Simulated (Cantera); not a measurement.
Charge: 1 mol CF4, 1.1 mol CH4, equilibrated at 1223 K and 13.3 mbar.

Equilibrium computed with Cantera from the NASA thermochemical tables; the gas is ideal and each condensed phase is pure. Candidate condensed phases: C, C6H6, C7H8, C8H18; 95 gas species. The numbers say what is thermodynamically allowed, not how fast it happens.

Base state: HF 0.952, H2 0.0476 (mole fractions); condensed: C(graphite).

Question: What changes in the equilibrium state with this change: CF4 replaced by CH3F?

Answer: 
| species | before | after |
|---|---|---|
| H2 | 0.0476 | 0.762 |
| HF | 0.952 | 0.238 |
| CH4 | 4.03e-7 | 0.000103 |
| C(graphite), mol | 2.10 | 2.10 |
